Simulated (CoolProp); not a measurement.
A single-stage vapour-compression cycle with isohexane: evaporating at 285.15 K (dew point), condensing at 305.15 K (bubble point), superheat 8 K, subcooling 0 K, compressor efficiency 0.8, no pressure losses. Each further row changes one setting.

Values from CoolProp's reference Helmholtz-energy equation of state, Lemmon 2006. It is a short technical equation, of lower accuracy than the large ones.

```
case                              cooling COP  pressure ratio  discharge temperature (K)  refrigerating effect (kJ/kg)  volumetric capacity (kJ/m³)
--------------------------------  -----------  --------------  -------------------------  ----------------------------  ---------------------------
as stated                                10.7            2.34                      312.0                           324                          186
evaporating temperature 290.15 K         14.8            1.87                      312.0                           332                          235
condensing temperature 300.15 K          14.6            1.91                      307.5                           335                          192
subcooling 5 K                           11.1            2.34                      312.0                           335                          192
superheat 18 K                           10.9            2.34                      322.0                           341                          189
compressor efficiency 0.7                9.37            2.34                      314.4                           324                          186
```
